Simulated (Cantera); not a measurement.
# Hydrocarbon pyrolysis for carbon deposition

A perfectly stirred reactor is fed with 5.88 % CH₄, 94.1 % H₂, at 0.270 bar; it is held at 1950 K, and followed from long to short residence time.

Model: GRI-Mech 3.0 (53 species, 325 reactions), integrated in Cantera. GRI-Mech 3.0 stops at C3 and has no aromatics, soot or wall deposition, so with more carbon than oxygen in the feed, carbon stays in small species such as C2H2 where larger ones or solid carbon would form.

| τ (s) | x CH₄ | x H₂ | x CH₂ | x C₂H₄ | x H | x C₂H₆ | x C₂H₂ |
|---|---|---|---|---|---|---|---|
| 4.6 | 0.00173 | 0.969 | 2.16e-7 | 6.30e-5 | 0.00218 | 3.05e-8 | 0.0268 |
| 1.9 | 0.00247 | 0.969 | 3.04e-7 | 6.26e-5 | 0.00217 | 5.85e-8 | 0.0265 |
| 0.77 | 0.00372 | 0.968 | 4.48e-7 | 6.23e-5 | 0.00216 | 1.27e-7 | 0.0258 |
| 0.32 | 0.00562 | 0.967 | 6.58e-7 | 6.27e-5 | 0.00214 | 2.83e-7 | 0.0249 |
| 0.13 | 0.00861 | 0.965 | 9.65e-7 | 6.54e-5 | 0.00211 | 6.49e-7 | 0.0234 |
| 0.054 | 0.0129 | 0.963 | 1.37e-6 | 7.34e-5 | 0.00208 | 1.43e-6 | 0.0213 |
| 0.022 | 0.0192 | 0.960 | 1.87e-6 | 9.32e-5 | 0.00203 | 3.05e-6 | 0.0182 |
| 0.0092 | 0.0271 | 0.955 | 2.40e-6 | 0.000131 | 0.00196 | 5.86e-6 | 0.0143 |
x: mole fraction; the columns are a selection and need not sum to one.
